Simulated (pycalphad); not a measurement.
# Phase fractions of Mg-1.126Si-24.65Al (wt.%)

All values are pycalphad results on the COST 507 light-alloy database (1999) (1 atm), not direct measurements. These are 1990s assessments: newer ones move some temperatures and phases. Phase fractions are per mole of atoms. Kinetics are ignored, which matters at the lower temperatures.

| T (K) | liquid | MG2SI | hcp | ALMG_GAMMA |
|---|---|---|---|---|
| 900 | 1.000 | - | - | - |
| 850 | (withheld) | (withheld) | - | - |
| 800 | 0.985 | 0.015 | - | - |
| 750 | 0.826 | 0.024 | 0.150 | - |
| 700 | - | 0.030 | 0.556 | 0.414 |
| 650 | - | 0.030 | 0.522 | 0.448 |
| 600 | - | 0.030 | 0.494 | 0.476 |
| 550 | - | 0.030 | 0.472 | 0.498 |
| 500 | - | 0.030 | 0.455 | 0.515 |
| 450 | - | 0.030 | (withheld) | (withheld) |
| 400 | - | 0.030 | 0.433 | 0.537 |
| 350 | - | 0.030 | 0.426 | 0.544 |

Question: What belongs in the gaps?

Answer: 
- 850, liquid: 0.998
- 850, MG2SI: 0.002
- 450, hcp: 0.442
- 450, ALMG_GAMMA: 0.528

Database names, with the compositions (at.%) that they take in these runs: MG2SI: Mg 67 Si 33; ALMG_GAMMA: Mg 59 Al 40.
